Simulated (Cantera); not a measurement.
Input: 1 mol Al, 5.1 mol Cl2, equilibrated at 1000 K.

Equilibrium computed with Cantera from the NASA thermochemical tables; the gas is ideal and each condensed phase is pure. Candidate condensed phases: Al, AlCl3; 8 gas species. The numbers say what is thermodynamically allowed, not how fast it happens.

Task: At 77.0 mbar, list the 4 most abundant gas species with their mole fractions, and the condensed phases.

Result: Cl2 0.782, AlCl3 0.217, Cl 0.00124, Al2Cl6 0.000359. Condensed: gas only.
